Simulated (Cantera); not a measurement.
An adiabatic, constant-pressure homogeneous reactor starts with 6.17 % CH₄, 22.8 % O₂, 71.0 % N₂, at 1450 K and 0.365 atm.

Detailed kinetics in Cantera: GRI-Mech 3.0 (53 species, 325 reactions).

One state of this run: T (K) = 2473; x CH₄ = <1e-12; x O₂ = 0.0960; x OH = 0.0147; x C₂H₂ = <1e-12; x H₂O₂ = 1.38e-7. x: mole fraction; the columns are a selection and need not sum to one.

Q: Which value of t (s) does it belong to?
A) 0.000400
B) 1.26
C) 4.00e-5
D) 0.000126

A: B, 1.26
